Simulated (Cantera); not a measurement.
## C2F6 + CH4 (fluorocarbon and chlorocarbon gases)

A closed system holds: 1 mol C2F6, 0.11 mol CH4, at 7.50 Torr.

These are equilibrium values from Cantera (NASA tables, ideal gas, pure condensed phases), not measurements of a reactor. Candidate condensed phases: C, C6H6, C7H8, C8H18; 95 gas species. The feed counts by its element totals alone. Gases not in the tables: C2F6 and larger saturated fluorocarbons. Equilibrium is a limit: real reactors are often held back by kinetics, nucleation or transport.

| T (°C) | x F | x CF4 | x CF2 | x HF | x CF | x CF3 | n C(graphite) |
|---|---|---|---|---|---|---|---|
| 1802 | 0.0617 | 0.565 | 0.152 | 0.210 | 0.000409 | 0.00975 | 0.587 |
| 1852 | 0.0918 | 0.491 | 0.207 | 0.198 | 0.000760 | 0.0119 | 0.534 |
| 1902 | 0.132 | 0.402 | 0.267 | 0.183 | 0.00135 | 0.0137 | 0.468 |
| 1952 | 0.183 | 0.306 | 0.327 | 0.167 | 0.00229 | 0.0148 | 0.395 |
| 2002 | 0.243 | 0.212 | 0.377 | 0.150 | 0.00369 | 0.0146 | 0.326 |
| 2052 | 0.310 | 0.132 | 0.405 | 0.134 | 0.00565 | 0.0132 | 0.284 |
| 2102 | 0.378 | 0.0737 | 0.408 | 0.121 | 0.00823 | 0.0109 | 0.290 |
| 2152 | 0.445 | 0.0375 | 0.387 | 0.111 | 0.0114 | 0.00829 | 0.353 |
| 2202 | 0.508 | 0.0178 | 0.350 | 0.104 | 0.0153 | 0.00593 | 0.461 |
| 2252 | 0.565 | 0.00805 | 0.305 | 0.0980 | 0.0199 | 0.00405 | 0.596 |
| 2302 | 0.616 | 0.00352 | 0.259 | 0.0934 | 0.0252 | 0.00267 | 0.740 |
| 2352 | 0.660 | 0.00150 | 0.215 | 0.0896 | 0.0311 | 0.00172 | 0.880 |
x: gas mole fraction; n: condensed amount in mol.

From 1802 °C to 2352 °C the condensed part is C(graphite). The main C-bearing gas is CF4 at 1802 °C and CF2 at 2352 °C. The share of C in condensed phases is highest at 2352 °C (41.7 %) and lowest at 2052 °C (13.4 %).
